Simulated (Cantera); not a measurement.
Mixture: 10.5 % CH₃OH, 22.0 % O₂, 67.5 % N₂, equivalence ratio 0.71, at 240000 Pa, adiabatic and at constant volume. Ignition delay is the time to a rise of 400 K.

Detailed kinetics in Cantera: GRI-Mech 3.0 (53 species, 325 reactions). GRI-Mech 3.0 was tuned for natural gas; its chemistry of methanol as a main component is partial and can be far from experiment.

Task: Predict: delay at 1075 K; delay at 1175 K; delay at 1275 K; delay at 1375 K; delay at 1475 K; apparent activation energy between 1425 and 1525 K.

Result: 
| Quantity | Value |
|---|---|
| delay at 1075 K | 46.5 ms |
| delay at 1175 K | 6.88 ms |
| delay at 1275 K | 1.40 ms |
| delay at 1375 K | 0.371 ms |
| delay at 1475 K | 0.123 ms |
| apparent activation energy between 1425 and 1525 K | 180 kJ/mol |
